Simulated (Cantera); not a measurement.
Gas mixture: 100 % NO, at 0.280 bar, frozen composition.

Cantera's kinetic-theory transport with the Lennard-Jones parameters of GRI-Mech 3.0, ideal gas; thermal conductivity in the multicomponent form. The composition is frozen, though it would react at the higher temperatures.

D: mixture-averaged diffusion coefficient of that species in the mixture.

| T (K) | ρ (kg/m³) | cp (J/kg/K) | μ (µPa s) | λ (mW/m/K) | Pr | D (cm²/s) C₂H₂ | D (cm²/s) H₂O | D (cm²/s) OH |
|---|---|---|---|---|---|---|---|---|
| 400 | 0.253 | 998.6 | 23.1 | 32.5 | 0.711 | 0.999 | 1.41 | 1.87 |
| 600 | 0.168 | 1041 | 30.6 | 45.0 | 0.708 | 2.03 | 3.01 | 3.72 |
| 800 | 0.126 | 1092 | ___ | ___ | 0.708 | ___ | ___ | ___ |
| 1000 | 0.101 | 1133 | ___ | ___ | 0.707 | ___ | ___ | ___ |
| 1200 | 0.0842 | 1159 | 48.4 | 79.3 | 0.707 | 6.57 | 10.2 | 11.8 |
| 1400 | 0.0722 | 1181 | 53.4 | 89.3 | 0.707 | 8.50 | 13.3 | 15.3 |
| 1600 | 0.0632 | 1199 | 58.3 | 98.9 | 0.706 | 10.6 | 16.6 | 19.1 |

Task: What belongs in the gaps?

Result: 
- 800, μ (µPa s): 37.1
- 800, λ (mW/m/K): 57.3
- 800, D (cm²/s) C₂H₂: 3.32
- 800, D (cm²/s) H₂O: 5.03
- 800, D (cm²/s) OH: 6.03
- 1000, μ (µPa s): 42.9
- 1000, λ (mW/m/K): 68.8
- 1000, D (cm²/s) C₂H₂: 4.84
- 1000, D (cm²/s) H₂O: 7.44
- 1000, D (cm²/s) OH: 8.75
